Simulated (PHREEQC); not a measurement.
# Buffer: speciation

Dissolve 0.015 mol/kgw NaHCO3 and 0.002 mol/kgw KOH at 71 °C. Closed to the air; pH follows from the charge balance.

All values are PHREEQC results (ion-association model, phreeqc.dat), not measurements.

Precipitation was switched off in this run.

Question: What pH does the model give?

Answer: pH 8.79.

Question: In which forms is Na present?

Answer: Na+ 93 %, NaCO3- 6.8 % of the Na.

Away from 25 °C the constants follow the database's enthalpies or fits; those with neither stay at their 25 °C values.
